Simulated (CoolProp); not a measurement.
Vapour pressure (kPa) of chlorine: the reference equation beside estimates from Tc = 416.9 K, pc = 7642 kPa, ω = 0.070. Clausius-Clapeyron is anchored at 314.9 K with a constant enthalpy of vaporisation of 16.59 kJ/mol.

Model: reference Helmholtz-energy equation of state, Thol 2021, in CoolProp.

| T (K) | reference | Lee-Kesler | Clausius-Clapeyron | van der Waals | Redlich-Kwong | Soave-Redlich-Kwong | Peng-Robinson |
|---|---|---|---|---|---|---|---|
| 297.4 | (withheld) | 758.6 | 820.2 | 1687 | 782.8 | 759.1 | 759.1 |
| 303.3 | 889.8 | 886.4 | 934.6 | 1860 | 918.2 | 887.8 | 886.2 |
| 309.1 | 1032 | 1027 | 1057 | 2042 | 1067 | 1029 | 1026 |
| 314.9 | 1191 | 1182 | 1191 | 2235 | 1232 | (withheld) | (withheld) |
| 320.8 | 1369 | 1357 | 1338 | 2442 | 1417 | 1364 | 1356 |
| 326.6 | 1563 | 1547 | (withheld) | 2658 | 1617 | 1557 | (withheld) |
| 332.4 | 1775 | 1755 | 1662 | 2886 | (withheld) | 1768 | 1755 |
| 338.3 | 2012 | 1986 | 1846 | 3129 | 2079 | 2004 | 1988 |

### Question
Complete the blanks.

### Answer

- 297.4, reference: 760.1
- 314.9, Soave-Redlich-Kwong: 1187
- 314.9, Peng-Robinson: 1181
- 326.6, Clausius-Clapeyron: 1494
- 326.6, Peng-Robinson: 1546
- 332.4, Redlich-Kwong: 1836

Absolute difference from the reference over all 8 rows, mean and median: Lee-Kesler 0.8 and 0.8 %, Clausius-Clapeyron 4.6 and 4.7 %, van der Waals 85.4 and 83.0 %, Redlich-Kwong 3.3 and 3.4 %, Soave-Redlich-Kwong 0.3 and 0.4 %, Peng-Robinson 0.8 and 0.9 %.
